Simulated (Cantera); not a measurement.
A Cantera script and what it prints.

```python
import numpy as np
import cantera as ct

gas_names = """
    B BO BO2 B2 B2O B2O2 B2O3 O O2 O3
""".split()
cond_names = """
    B(b) B(L) B2O3(L)
""".split()


# ... load() reads the species with a 1 bar reference pressure and builds the phases ...
atoms = {
    'B2O3': {'B': 2, 'O': 3},
    'O2': {'O': 2},
}
top_T = {}  # K; cautious upper limits of use, not melting points


# ... equilibrate(T, P, feed) seeds the gas with the atoms and calls Mixture.equilibrate('TP', solver="vcs", rtol=1e-11, max_steps=5000) ...
results = []
feed = {'B2O3': 1, 'O2': 0.87}  # mol
T = 1075  # K
P = 44000  # Pa
mix = equilibrate(T, P, feed)
results.append((T, P, feed, dict(zip(mix.species_names, mix.species_moles))))
print(gas.report(threshold=1e-05))
for i in range(1, mix.n_phases):
    print(f"{mix.phase(i).name:16s} {mix.phase_moles(i):12.5e} mol")
```

Result:

```
       temperature   1075 K
          pressure   44000 Pa
           density   0.15752 kg/m^3
  mean mol. weight   31.998 kg/kmol
   phase of matter   gas

                          1 kg             1 kmol
                     ---------------   ---------------
          enthalpy        7.9171e+05        2.5333e+07  J
   internal energy        5.1237e+05        1.6395e+07  J
           entropy              7905        2.5294e+05  J/K
    Gibbs function       -7.7062e+06       -2.4658e+08  J
 heat capacity c_p            1098.4             35147  J/K
 heat capacity c_v            838.58             26833  J/K

                      mass frac. Y      mole frac. X     chem. pot. / RT
                     ---------------   ---------------   ---------------
                O2                 1                 1           -27.588
     [   +9 minor]        2.2505e-09        2.7846e-09

B(b)              0.00000e+00 mol
B2O3(L)           1.00000e+00 mol
```

These are equilibrium values from Cantera (NASA tables, ideal gas, pure condensed phases), not measurements of a reactor.
